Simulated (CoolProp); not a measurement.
Saturation properties of chlorine.

Computed with CoolProp (reference Helmholtz-energy equation of state, Thol 2021).

```json
[
 {"T (K)": "279.9", "p (bar)": "4.567", "liquid density (kg/m³)": "1448", "enthalpy of vaporisation (kJ/kg)": "261.4", "vapour Z": "0.9249"},
 {"T (K)": "296.9", "p (bar)": "7.498", "liquid density (kg/m³)": "1397", "enthalpy of vaporisation (kJ/kg)": "248.9", "vapour Z": "0.8953"},
 {"T (K)": "313.9", "p (bar)": "11.62", "liquid density (kg/m³)": "1342", "enthalpy of vaporisation (kJ/kg)": "234.9", "vapour Z": "0.8597"},
 {"T (K)": "330.9", "p (bar)": "17.19", "liquid density (kg/m³)": "1284", "enthalpy of vaporisation (kJ/kg)": "218.9", "vapour Z": "0.8178"},
 {"T (K)": "348", "p (bar)": "24.47", "liquid density (kg/m³)": "1220", "enthalpy of vaporisation (kJ/kg)": "200.5", "vapour Z": "0.7685"},
 {"T (K)": "365", "p (bar)": "33.63", "liquid density (kg/m³)": "1148", "enthalpy of vaporisation (kJ/kg)": "179.0", "vapour Z": "0.7107"},
 {"T (K)": "382", "p (bar)": "44.96", "liquid density (kg/m³)": "1063", "enthalpy of vaporisation (kJ/kg)": "152.8", "vapour Z": "0.6406"},
 {"T (K)": "399", "p (bar)": "58.73", "liquid density (kg/m³)": "952.5", "enthalpy of vaporisation (kJ/kg)": "117.9", "vapour Z": "0.5487"}
]
```

It boils at 239.2 K under 1 atm.
